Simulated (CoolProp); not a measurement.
A single-stage vapour-compression cycle with R1224YDZ: evaporating at 291.15 K (dew point), condensing at 330.15 K (bubble point), superheat 5 K, subcooling 0 K, compressor efficiency 0.6, no pressure losses. Each further row changes one setting.

The numbers come from the reference Helmholtz-energy equation of state, Akasaka 2023 in CoolProp.

```
case                              cooling COP  pressure ratio  discharge temperature (K)  refrigerating effect (kJ/kg)  volumetric capacity (kJ/m³)
--------------------------------  -----------  --------------  -------------------------  ----------------------------  ---------------------------
as stated                                3.72            3.54                      343.7                           126                          912
evaporating temperature 296.15 K         4.45            2.94                      342.1                           129                         1110
condensing temperature 325.15 K          4.40            3.07                      338.2                           132                          956
subcooling 5 K                           3.90            3.54                      343.7                           132                          956
superheat 15 K                           3.79            3.54                      354.0                           134                          932
compressor efficiency 0.5                3.10            3.54                      351.0                           126                          912
```
